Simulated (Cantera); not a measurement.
## Equilibrium for silicon nitride deposition: trisilylamine + NH3

Charge: 1 mol trisilylamine, a varied amount of NH3, at 1048.15 K and 13.3 mbar.

These are equilibrium values from Cantera (NASA tables, ideal gas, pure condensed phases), not measurements of a reactor. Candidate condensed phases: Si, Si3N4; 18 gas species. The feed counts by its element totals alone. Mutual solubility and eutectic melting of coexisting phases are not modelled. Rates play no part.

From 0.57 mol NH3 to 2.8 mol NH3 the condensed part is Si(s) + Si3N4(s). From 4.9 mol NH3 to 24 mol NH3 the condensed part is Si3N4(s).

```
n(NH3) (mol)   x H2     x N2     x NH3      x H   x SiH4  n Si(s)  n Si3N4(s)
------------  -----  -------  --------  -------  -------  -------  ----------
0.57           1.00  9.62e-9  5.61e-10  6.72e-8  6.23e-9     1.82       0.393
0.97           1.00  9.62e-9  5.61e-10  6.72e-8  6.23e-9     1.52       0.492
1.7            1.00  9.62e-9  5.61e-10  6.72e-8  6.23e-9    0.975       0.675
2.8            1.00  9.62e-9  5.61e-10  6.72e-8  6.23e-9    0.150       0.950
4.9           0.926   0.0742   1.39e-6  6.46e-8   <1e-12        0        1.00
8.3           0.865    0.135   1.69e-6  6.24e-8   <1e-12        0        1.00
14            0.823    0.177   1.80e-6  6.09e-8   <1e-12        0        1.00
24            0.794    0.206   1.84e-6  5.98e-8   <1e-12        0        1.00
```
x: gas mole fraction; n: condensed amount in mol.
